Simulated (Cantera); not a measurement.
A freely propagating, adiabatic, planar premixed flame of 10.4 % CH₄, 1.15 % C₂H₆, 17.7 % O₂, 66.9 % N₂, 2.92 % CO₂, 0.907 % H₂O, unburnt at 375 K and 8.49 atm; mixture-averaged transport, grid criteria slope 0.08 and curve 0.16, no radiation.

Computed with Cantera and GRI-Mech 3.0 (53 species, 325 reactions). Burning velocities carry a grid error of a few per cent, more on coarse grids.

Task: Predict: laminar burning velocity; thermal thickness; peak x(H₂); peak x(HO₂); peak x(CH₂O).

Result: 
```json
{
  "laminar_burning_velocity": "8.83 cm/s",
  "thermal_thickness": "0.228 mm",
  "peak x(H₂)": "0.0523",
  "peak x(HO₂)": "0.000153",
  "peak x(CH₂O)": "0.00159"
}
```
